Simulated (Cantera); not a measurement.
Feed: 1 mol Fe, 1.3 mol H2O, 0.027 mol Cl2, at 383 Torr.

These are equilibrium values from Cantera (NASA tables, ideal gas, pure condensed phases), not measurements of a reactor. Candidate condensed phases: Fe, FeCl2, FeCl3, FeO, Fe(OH)2, Fe(OH)3, Fe2O3, Fe3O4, H2O; 22 gas species. Mutual solubility and eutectic melting of coexisting phases are not modelled. The tables' stoichiometric FeO is somewhat more stable than real wüstite, so its field is too wide. FeO: taken at fixed stoichiometry. Equilibrium is a limit: real reactors are often held back by kinetics, nucleation or transport.

Task: At 1350 K, list the 4 most abundant gas species with their mole fractions, and the condensed phases.

Result: H2 0.710, H2O 0.250, HCl 0.0384, FeCl2 0.00115. Condensed: Fe(γ) + FeO(s).
